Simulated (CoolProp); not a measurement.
Vapour-liquid equilibrium of toluene (1) + n-nonane (2) at 486.8 K; x and y are mole fractions of (1).

Computed with CoolProp (multi-fluid Helmholtz-energy mixture model, Lemmon 2006 and Lemmon 2006; pair parameters Bell 2016).

### Question
Give the bubble pressure and the first vapour's composition at x = 0.05, 0.65, 0.875. Is there an azeotrope?

### Answer
x = 0.05: 0.4479 MPa, y = 0.104; x = 0.65: 0.7856 MPa, y = 0.773; x = 0.875: 0.8926 MPa, y = 0.921. No azeotrope shows between x = 0.05 and 0.95.

Pair parameters are fitted to limited data, so mixtures are less certain than the pure fluids.
